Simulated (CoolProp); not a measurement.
Vapour-liquid equilibrium of R125 (1) + dimethyl ether (2) at 196.7 K; x and y are mole fractions of (1).

The numbers come from the multi-fluid Helmholtz-energy mixture model, Lemmon 2005 and Wu 2011; pair parameters Bell 2016 in CoolProp.

Q: Give the bubble pressure and the first vapour's composition at x = 0.275, 0.35, 0.875. Is there an azeotrope?

A: x = 0.275: 0.06651 bar, y = 0.449; x = 0.35: 0.07300 bar, y = 0.567; x = 0.875: 0.1707 bar, y = 0.985. No azeotrope shows between x = 0.05 and 0.95.

Pair parameters are fitted to limited data, so mixtures are less certain than the pure fluids.
